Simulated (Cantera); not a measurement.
A perfectly stirred reactor is fed with NH3 : N2 = 1 : 9.7 (molar parts), at 20.0 Torr; it is held at 2250 K, and followed from long to short residence time.

Model: the gas-phase N/H chemistry of the illustrative SiF4/NH3 mechanism in the Surface Chemkin manual (1991), integrated in Cantera. Walls and surfaces, which speed up NH3 decomposition in real reactors, are not modelled.

One state of this run: x NH3 = 0.0907; x N2 = 0.905; x N2H4 = 2.41e-9; x NH = 1.78e-5; x NH2 = 0.00109; x H2 = 0.00271. x: mole fraction; the columns are a selection and need not sum to one.

Problem. Which value of τ (s) does it belong to?
A) 0.12
B) 0.0077
C) 0.0031
D) 0.30

Solution. C, 0.0031
